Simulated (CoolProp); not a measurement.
n-perfluorohexane along the isobar 31.1 bar: Z from the reference equation and from simpler models built on Tc = 174.9 °C, pc = 17.42 bar, ω = 0.497; each cubic takes its own stable root.

Model: reference Helmholtz-energy equation of state, Gao 2022, in CoolProp.

| T (°C) | phase | reference | van der Waals | Redlich-Kwong | Soave-Redlich-Kwong | Peng-Robinson |
|---|---|---|---|---|---|---|
| 42.05 | liquid | 0.2444 | 0.4220 | 0.2969 | 0.2793 | 0.2478 |
| 51.65 | liquid | 0.2413 | 0.4153 | 0.2937 | 0.2759 | 0.2446 |
| 61.25 | liquid | 0.2385 | 0.4093 | 0.2911 | 0.2731 | 0.2421 |
| 70.95 | liquid | 0.2362 | 0.4039 | 0.2890 | 0.2709 | 0.2401 |
| 80.55 | liquid | 0.2344 | 0.3992 | 0.2876 | 0.2695 | 0.2388 |
| 90.15 | liquid | 0.2331 | 0.3953 | 0.2869 | 0.2689 | 0.2382 |
| 99.85 | liquid | 0.2322 | 0.3920 | 0.2868 | 0.2690 | 0.2383 |
| 109.45 | liquid | 0.2319 | 0.3894 | 0.2875 | 0.2700 | 0.2393 |
| 119.05 | liquid | 0.2322 | 0.3875 | 0.2889 | 0.2721 | 0.2413 |
| 128.75 | liquid | 0.2334 | 0.3863 | 0.2914 | 0.2754 | 0.2444 |
| 138.35 | liquid | 0.2354 | 0.3860 | 0.2948 | 0.2803 | 0.2490 |
| 147.95 | liquid | 0.2386 | 0.3866 | 0.2996 | 0.2870 | 0.2555 |
| 157.55 | liquid | 0.2434 | 0.3883 | 0.3059 | 0.2962 | 0.2644 |
| 167.25 | liquid | 0.2506 | 0.3911 | 0.3142 | 0.3090 | 0.2769 |
| 176.85 | supercritical | 0.2612 | 0.3952 | 0.3250 | 0.3267 | 0.2945 |
